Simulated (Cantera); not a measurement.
A Cantera script and its output.

```python
import numpy as np
import cantera as ct

gas = ct.Solution("gri30.yaml", transport_model="multicomponent")
show = ['H2', 'CH3', 'O']

rows = []
print(f"{'T/K':>7s}{'rho':>11s}{'cp':>10s}{'mu':>11s}{'lambda':>11s}{'Pr':>7s}" + "".join(f"{'D_' + s:>11s}" for s in show))
for T in [400, 650, 900, 1150, 1400, 1650, 1900]:
    gas.TPX = T, 44, {'CO2': 0.78, 'CO': 0.48}
    Pr = gas.cp_mass * gas.viscosity / gas.thermal_conductivity
    D = [gas.mix_diff_coeffs_mole[gas.species_index(s)] for s in show]
    rows.append([gas.density, gas.cp_mass, gas.viscosity, gas.thermal_conductivity, Pr, *D])
    print(f"{T:7g}{gas.density:11.4e}{gas.cp_mass:10.1f}{gas.viscosity:11.4e}"
          f"{gas.thermal_conductivity:11.4e}{Pr:7.3f}" + "".join(f"{d:11.4e}" for d in D))
print("SI units: kg/m3, J/kg/K, Pa s, W/m/K, m2/s")
```

Output:

```
    T/K        rho        cp         mu     lambda     Pr       D_H2      D_CH3        D_O
    400 5.0160e-04     969.1 2.0504e-05 2.7629e-02  0.719 2.6496e-01 7.3787e-02 1.0584e-01
    650 3.0868e-04    1101.5 3.0132e-05 4.5669e-02  0.727 6.0263e-01 1.7380e-01 2.4469e-01
    900 2.2293e-04    1192.6 3.8175e-05 6.2498e-02  0.728 1.0381e+00 3.0364e-01 4.2413e-01
   1150 1.7447e-04    1253.0 4.5261e-05 7.7836e-02  0.729 1.5607e+00 4.5959e-01 6.3944e-01
   1400 1.4332e-04    1294.4 5.1701e-05 9.1911e-02  0.728 2.1630e+00 6.3932e-01 8.8758e-01
   1650 1.2160e-04    1323.3 5.7672e-05 1.0490e-01  0.728 2.8400e+00 8.4119e-01 1.1664e+00
   1900 1.0560e-04    1343.4 6.3287e-05 1.1697e-01  0.727 3.5876e+00 1.0640e+00 1.4741e+00
SI units: kg/m3, J/kg/K, Pa s, W/m/K, m2/s
```

Cantera simulation using GRI-Mech 3.0 (53 species, 325 reactions); the numbers are that mechanism's predictions, not measurements.
